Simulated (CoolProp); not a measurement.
Vapour-liquid equilibrium of cyclohexane (1) + toluene (2) at 0.962 MPa; x and y are mole fractions of (1).

Values from CoolProp's multi-fluid Helmholtz-energy mixture model, Zhou 2014 and Lemmon 2006; pair parameters Bell 2016.

| x | bubble temperature (K) | y at the bubble point | dew temperature at overall composition x (K) | liquid density (mol/L) |
|---|---|---|---|---|
| 0.05 | 484.7 | 0.085 | 485.9 | 7.138 |
| 0.15 | 479.5 | 0.235 | 482.5 | 7.160 |
| 0.25 | 474.8 | 0.363 | 478.9 | 7.175 |
| 0.35 | 470.7 | 0.474 | 475.3 | 7.184 |
| 0.45 | 467.1 | 0.572 | 471.6 | 7.189 |
| 0.55 | 463.9 | 0.660 | 467.9 | 7.192 |
| 0.65 | 461.0 | 0.741 | 464.2 | 7.193 |
| 0.75 | 458.4 | 0.817 | 460.7 | 7.194 |
| 0.85 | 456.0 | 0.891 | 457.3 | 7.195 |
| 0.95 | 453.9 | 0.963 | 454.3 | 7.199 |

No azeotrope shows between x = 0.05 and 0.95.

Pair parameters are fitted to limited data, so mixtures are less certain than the pure fluids.
